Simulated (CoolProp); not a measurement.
Vapour-liquid equilibrium of cyclohexane (1) + n-nonane (2) at 113.75 °C; x and y are mole fractions of (1).

The numbers come from the multi-fluid Helmholtz-energy mixture model, Zhou 2014 and Lemmon 2006; pair parameters Bell 2016 in CoolProp.

```json
[
 {"x": "0.05", "bubble pressure, mixture model (kPa)": "44.75", "bubble pressure, Raoult's law (kPa)": "44.59", "y, mixture model": "0.274", "y, Raoult's law": "0.278"},
 {"x": "0.2", "bubble pressure, mixture model (kPa)": "75.16", "bubble pressure, Raoult's law (kPa)": "76.72", "y, mixture model": "0.626", "y, Raoult's law": "0.647"},
 {"x": "0.35", "bubble pressure, mixture model (kPa)": "104.7", "bubble pressure, Raoult's law (kPa)": "108.8", "y, mixture model": "0.775", "y, Raoult's law": "0.798"},
 {"x": "0.5", "bubble pressure, mixture model (kPa)": "135.2", "bubble pressure, Raoult's law (kPa)": "141.0", "y, mixture model": "0.863", "y, Raoult's law": "0.880"},
 {"x": "0.65", "bubble pressure, mixture model (kPa)": "167.5", "bubble pressure, Raoult's law (kPa)": "173.1", "y, mixture model": "0.922", "y, Raoult's law": "0.931"},
 {"x": "0.8", "bubble pressure, mixture model (kPa)": "201.5", "bubble pressure, Raoult's law (kPa)": "205.2", "y, mixture model": "0.963", "y, Raoult's law": "0.967"},
 {"x": "0.95", "bubble pressure, mixture model (kPa)": "236.5", "bubble pressure, Raoult's law (kPa)": "237.4", "y, mixture model": "0.992", "y, Raoult's law": "0.993"}
]
```

The largest gap from Raoult's law is -4.1 % in bubble pressure, at x = 0.5. No azeotrope shows between x = 0.05 and 0.95.

Pair parameters are fitted to limited data, so mixtures are less certain than the pure fluids.
